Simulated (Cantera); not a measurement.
A perfectly stirred reactor is fed with H2 : O2 : N2 = 1.8 : 1 : 0.77 (molar parts), at 128 Torr; it is held at 1150 K, and followed from long to short residence time.

Cantera simulation using the H2/O2 subset of GRI-Mech 3.0, which has no nitrogen chemistry; the numbers are that mechanism's predictions, not measurements. The temperature is held fixed by assumption; the heat of reaction is taken as removed at once.

**Question.** Predict: x(H2) at τ = 0.710 s; x(O2) at τ = 0.710 s; x(H) at τ = 0.710 s; x(H2O2) at τ = 0.710 s; x(O) at τ = 0.710 s; x(H2) at τ = 22.0 ms; x(O2) at τ = 22.0 ms; x(H) at τ = 22.0 ms; x(H2O2) at τ = 22.0 ms; x(O) at τ = 22.0 ms.

**Answer.** 
| Item | Result |
|---|---|
| x(H2) at τ = 0.710 s | 0.00157 |
| x(O2) at τ = 0.710 s | 0.0381 |
| x(H) at τ = 0.710 s | 0.000102 |
| x(H2O2) at τ = 0.710 s | 2.30e-6 |
| x(O) at τ = 0.710 s | 6.80e-5 |
| x(H2) at τ = 22.0 ms | 0.0129 |
| x(O2) at τ = 22.0 ms | 0.0435 |
| x(H) at τ = 22.0 ms | 0.00278 |
| x(H2O2) at τ = 22.0 ms | 4.65e-6 |
| x(O) at τ = 22.0 ms | 0.000740 |
